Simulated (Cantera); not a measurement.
## BCl3 + H2 (boron, boron nitride and boron oxide)

Feed: 1 mol BCl3, a varied amount of H2, at 1573 K and 0.130 bar.

Equilibrium computed with Cantera from the NASA thermochemical tables; the gas is ideal and each condensed phase is pure. Candidate condensed phases: B; 13 gas species. The tables' values for BCl2, BCl, BH2 are old estimates; treat these amounts as uncertain. Gases not in the tables: BHCl2. Kinetics and transport are ignored.

| n(H2) (mol) | x H2 | x HCl | x BCl3 | x BCl2 | n B(s) |
|---|---|---|---|---|---|
| 1.5 | 0.359 | 0.399 | 0.237 | 0.00360 | 0.352 |
| 3.7 | 0.565 | 0.351 | 0.0817 | 0.00177 | 0.579 |
| 5.9 | 0.664 | 0.296 | 0.0382 | 0.00107 | 0.710 |
| 8 | 0.724 | 0.254 | 0.0212 | 0.000721 | 0.789 |
| 10 | 0.764 | 0.222 | 0.0131 | 0.000523 | 0.840 |
| 12 | 0.794 | 0.196 | 0.00857 | 0.000394 | 0.875 |
| 15 | 0.828 | 0.167 | 0.00492 | 0.000272 | 0.910 |
| 17 | 0.845 | 0.151 | 0.00356 | 0.000219 | 0.925 |
| 19 | 0.859 | 0.138 | 0.00265 | 0.000180 | 0.937 |
x: gas mole fraction; n: condensed amount in mol.

From 1.5 mol H2 to 19 mol H2 the condensed part is B(s). The main B-bearing gas is BCl3 throughout. The share of B in condensed phases is highest at 19 mol H2 (93.7 %) and lowest at 1.5 mol H2 (35.2 %).
